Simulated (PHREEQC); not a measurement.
Model water analysis in mmol/kgw, 25 °C, pH 5.82, pe 11.3:

```tsv
constituent	mmol/kgw
Na	0.0334
K	0.0245
Ca	0.0635
Mg	0.015
Cl	0.103
S(6)	0.000256
Alkalinity (meq/kgw)	0.114
Sr	3.07e-05
Si	0.000243
N(5)	0.0031
```

Valence states are taken as typed.

All values are PHREEQC results (ion-association model, phreeqc.dat), not measurements.

```
quantity               before     after
-------------------  --------  --------
CO2 (mol/kgw)        0.000385  0.000365
CO3-2 (mol/kgw)       3.79e-9   4.17e-9
CaCO3 (mol/kgw)      3.45e-10  4.22e-10
SrHCO3+ (mol/kgw)    5.00e-11  5.93e-11
MgCO3 (mol/kgw)      4.63e-11  5.49e-11
MgOH+ (mol/kgw)      3.39e-11  5.28e-11
SI of Quartz (SiO2)     -2.63     -2.71
```

Name the change that produced these shifts.
A. pH from 5.82 to 6.82 at the same alkalinity
B. pH from 5.82 to 5.5 at the same alkalinity
C. temperature from 25 to 30 °C at the same typed pH

C, temperature from 25 to 30 °C at the same typed pH

No solid was allowed to form.
